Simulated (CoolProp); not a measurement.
Vapour pressure (MPa) of R1234ze(Z): the reference equation beside estimates from Tc = 423.3 K, pc = 3.531 MPa, ω = 0.327. Clausius-Clapeyron is anchored at 325 K with a constant enthalpy of vaporisation of 21.47 kJ/mol.

Computed with CoolProp (reference Helmholtz-energy equation of state, Akasaka 2019).

| T (K) | reference | Clausius-Clapeyron | Redlich-Kwong | Peng-Robinson |
|---|---|---|---|---|
| 313.6 | 0.2940 | 0.3088 | 0.4898 | 0.2937 |
| 325 | 0.4123 | 0.4123 | 0.6437 | 0.4125 |
| 336.3 | 0.5624 | 0.5384 | 0.8268 | 0.5634 |
| 347.7 | 0.7526 | 0.6925 | 1.045 | 0.7551 |
| 359 | 0.9857 | 0.8749 | 1.297 | 0.9902 |
| 370.4 | 1.272 | 1.092 | 1.591 | 1.280 |
| 381.7 | 1.614 | 1.342 | 1.923 | 1.625 |
| 393.1 | 2.026 | 1.633 | 2.301 | 2.041 |

Absolute difference from the reference over all 8 rows, mean and median: Clausius-Clapeyron 9.9 and 9.6 %, Redlich-Kwong 37.2 and 35.2 %, Peng-Robinson 0.4 and 0.4 %.
